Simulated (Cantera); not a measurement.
Input (Python, Cantera) and output of one run.

```python
import numpy as np
import cantera as ct

gas_names = """
    C CH CH2 CH3 CH2OH CH3O CH4 CH3OH CO CO2 COOH C2 C2H CHCO,ketyl C2H2,acetylene C2H2,vinylidene
    CH2CO,ketene C2H3,vinyl CH3CO,acetyl C2H4 C2H4O,ethylen CH3CHO,ethanal CH3COOH (HCOOH)2 C2H5 C2H6
    CH3OCH3 C2H5OH C2O C3 C3H3,propargyl C3H4,allene C3H4,propyne C3H4,cyclo- C3H5,allyl C3H6,propylene
    C3H6,cyclo- C3H6O C3H7,n-propyl C3H7,i-propyl C3H8 C3H8O,1propanol C3H8O,2propanol C3O2 C4 C4H2
    C4H4,1,3-cyclo- C4H6,butadiene C4H6,2-butyne C4H6,cyclo- C4H8,1-butene C4H8,cis2-buten
    C4H8,tr2-butene C4H8,isobutene C4H8,cyclo- (CH3COOH)2 C4H9,n-butyl C4H9,i-butyl C4H9,s-butyl
    C4H9,t-butyl C4H10,isobutane C4H10,n-butane C5 C5H6,1,3cyclo- C5H8,cyclo- C5H10,1-pentene
    C5H10,cyclo- C5H11,pentyl C5H11,t-pentyl C5H12,n-pentane C5H12,i-pentane CH3C(CH3)2CH3 C6H2
    C6H5,phenyl C6H5O,phenoxy C6H6 C6H5OH,phenol C6H10,cyclo- C6H12,1-hexene C6H12,cyclo- C6H13,n-hexyl
    C7H7,benzyl C7H8 C7H8O,cresol C7H14,1-heptene C7H15,n-heptyl C7H16,n-heptane C8H8,styrene
    C8H10,ethylbenz C8H16,1-octene C8H17,n-octyl C8H18,isooctane C8H18,n-octane C9H19,n-nonyl
    C10H8,naphthale C10H21,n-decyl C12H9,o-bipheny C12H10,bipheny Cu CuO Cu2 H HCO HO2 H2
    HCHO,formaldehy HCOOH H2O H2O2 O OH O2 O3
""".split()
cond_names = """
    C(gr) C6H6(L) C7H8(L) C8H18(L),n-octa Cu(cr) Cu(L) CuO(s) CuO2H2(s) Cu2O(s) Cu2O(L) H2O(s) H2O(L)
""".split()


def load(file, names, dense=False):
    # The tables refer to 1 bar. Condensed volumes are neglected.
    table = {s.name: s for s in ct.Species.list_from_file(file)}
    out = []
    for n in names:
        d = dict(table[n].input_data)
        d["thermo"] = dict(d["thermo"], **{"reference-pressure": 1e5})
        if dense:
            d["equation-of-state"] = {"model": "constant-volume", "density": "1e6 g/cm^3"}
        out.append(ct.Species.from_dict(d))
    return out


gas = ct.Solution(thermo="ideal-gas", species=load("nasa_gas.yaml", gas_names))
cond = {s.name: ct.Solution(thermo="fixed-stoichiometry", species=[s], name=s.name)
        for s in load("nasa_condensed.yaml", cond_names, dense=True)}
atoms = {
    'CuO': {'Cu': 1, 'O': 1},
    'CH4': {'C': 1, 'H': 4},
    'H2': {'H': 2},
}
top_T = {'C(gr)': 4500, 'CuO(s)': 1390}  # K; cautious upper limits of use, not melting points


def equilibrate(T, P, feed):
    n = {}
    for name, mol in feed.items():
        for a, k in atoms[name].items():
            n[a] = n.get(a, 0.0) + k * mol
    gas.TPX = T, P, n
    mass = sum(n.values()) * gas.mean_molecular_weight
    gas.equilibrate("TP")
    valid = [c for c in cond.values() if c.min_temp <= T <= top_T.get(c.name, c.max_temp)]
    mix = ct.Mixture([(gas, mass / gas.mean_molecular_weight)] + [(c, 0.0) for c in valid])
    mix.T, mix.P = T, P
    mix.equilibrate("TP", solver="vcs", rtol=1e-11, max_steps=5000)
    return mix


results = []
feed = {'CuO': 1, 'CH4': 0.61, 'H2': 0.89}  # mol
P = 410  # Pa
for T in [1675, 1825, 1975, 2125, 2275, 2425, 2575]:
    mix = equilibrate(T, P, feed)
    results.append((T, P, feed, dict(zip(mix.species_names, mix.species_moles))))

top = {s: max(r[3][s] / sum(r[3][g] for g in gas_names) for r in results) for s in gas_names}
cols = sorted((s for s in top if top[s] > 1e-06), key=lambda s: -top[s])[:6]
seen = [c for c in cond_names if any(r[3].get(c, 0) > 1e-12 for r in results)]
print("log10 of partial pressures in bar; condensed amounts in mol")
print(f"{'T/K':>10s}" + "".join(f"{s[:9]:>10s}" for s in cols + seen))
for T, P, feed, n in results:
    ng = sum(n[g] for g in gas_names)
    print(f"{T:10.4g}" + "".join(f"{np.log10(max(n[s] / ng * P / 1e5, 1e-99)):10.3f}" for s in cols)
          + "".join(f"{n.get(c, 0):10.4g}" for c in seen))
```

Result:

```
log10 of partial pressures in bar; condensed amounts in mol
       T/K        H2         H        Cu        CO       H2O        OH     Cu(L)
      1675    -2.591    -5.230    -3.942    -3.075    -3.284    -7.240    0.9219
      1825    -2.666    -4.689    -3.143    -3.144    -3.352    -6.530    0.4161
      1975    -2.725    -4.226    -2.962    -3.195    -3.403    -5.925         0
      2125    -2.742    -3.811    -2.967    -3.199    -3.409    -5.384         0
      2275    -2.777    -3.460    -2.978    -3.209    -3.430    -4.920         0
      2425    -2.843    -3.169    -2.998    -3.229    -3.483    -4.531         0
      2575    -2.954    -2.938    -3.032    -3.262    -3.617    -4.247         0
```

Equilibrium computed with Cantera from the NASA thermochemical tables; the gas is ideal and each condensed phase is pure.
